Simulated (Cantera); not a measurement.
## Equilibrium for oxide etching and cleaning by halides: CaO + HBr + N2

Input: 1 mol CaO, 4.5 mol HBr, 95 mol N2, held at 19.0 mbar.

Method: chemical equilibrium by Gibbs-energy minimisation in Cantera with the NASA 1993 tables (ideal gas, pure condensed phases). Candidate condensed phases: Br2, Ca, CaBr2, CaO, Ca(OH)2, H2O; 34 gas species. Equilibrium is a limit: real reactors are often held back by kinetics, nucleation or transport.

```tsv
T (K)	log p N2	log p HBr	log p H2O	log p CaBr2	n CaBr2(l)
1025	-1.74	-3.32	-3.71	-6.03	0.995
1050	-1.74	-3.32	-3.71	-5.73	0.990
1075	-1.74	-3.32	-3.71	-5.43	0.981
1100	-1.74	-3.32	-3.71	-5.16	0.964
1125	-1.74	-3.32	-3.72	-4.89	0.934
1150	-1.74	-3.33	-3.72	-4.64	0.881
1175	-1.74	-3.33	-3.72	-4.40	0.794
1200	-1.74	-3.33	-3.72	-4.17	0.652
1225	-1.74	-3.34	-3.72	-3.96	0.424
1250	-1.74	-3.34	-3.72	-3.75	0.0665
1275	-1.74	-3.35	-3.72	-3.72	0
```
log p: log10 of the partial pressure in bar; n: condensed amount in mol.

From 1025 K to 1250 K the condensed part is CaBr2(l). At 1275 K nothing is condensed. The main Ca-bearing gas is CaBr2 throughout. The share of Ca in condensed phases is highest at 1025 K (99.5 %) and lowest at 1275 K (0.0 %).
